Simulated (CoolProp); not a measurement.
Vapour-liquid equilibrium of dimethyl ether (1) + ethanol (2) at 0.204 MPa; x and y are mole fractions of (1).

Computed with CoolProp (multi-fluid Helmholtz-energy mixture model, Wu 2011 and Schroeder 2014; pair parameters Bell 2016).

```
x     bubble temperature (°C)  y at the bubble point  dew temperature at overall composition x (°C)  liquid density (mol/L)
----  -----------------------  ---------------------  ---------------------------------------------  ----------------------
0.05                     71.3                  0.633                                           95.8                   16.02
0.2                      28.9                  0.957                                           91.0                   16.58
0.35                     13.6                  0.985                                           85.5                   16.59
0.5                       6.0                  0.992                                           78.8                   16.44
0.65                      1.2                  0.995                                           70.2                   16.21
0.8                      -2.4                  0.997                                           57.7                   15.91
0.95                     -6.1                  0.999                                           31.5                   15.56
```

No azeotrope shows between x = 0.05 and 0.95.

Pair parameters are fitted to limited data, so mixtures are less certain than the pure fluids.
